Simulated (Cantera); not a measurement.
**Ignition delay**

Mixture: 4.67 % CH4, 3.17 % CO, 18.8 % O2, 71.0 % N2, 2.38 % H2O, equivalence ratio 0.58, at 0.690 bar, adiabatic and at constant pressure. Ignition delay is the time to a rise of 400 K.

Detailed kinetics in Cantera: GRI-Mech 3.0 (53 species, 325 reactions).

```csv
T0 (K),delay (ms)
1000,1630
1075,401
1150,112
1225,34.7
1300,12.0
1375,4.67
```

- apparent activation energy between 1225 and 1375 K = 190 kJ/mol
